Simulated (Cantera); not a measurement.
Charge: 1 mol CaCl2, 0.68 mol N2, at 1.00 bar.

Method: chemical equilibrium by Gibbs-energy minimisation in Cantera with the NASA 1993 tables (ideal gas, pure condensed phases). Candidate condensed phases: Ca, CaCl2; 8 gas species. The numbers say what is thermodynamically allowed, not how fast it happens. All values below are at 2098 K.

Base state: CaCl2 0.513, N2 0.486, Cl 0.000587, CaCl 0.000582 (mole fractions); condensed: CaCl2(l).

Task: What changes in the equilibrium state with this change: 0.034 mol Cl2 added?

Result: 
```tsv
species	before	after
CaCl2	0.513	0.513
N2	0.486	0.444
Cl	0.000587	0.0414
Cl2	3.09e-7	0.00154
CaCl	0.000582	8.26e-6
CaCl2(l), mol	0.282	0.215
```
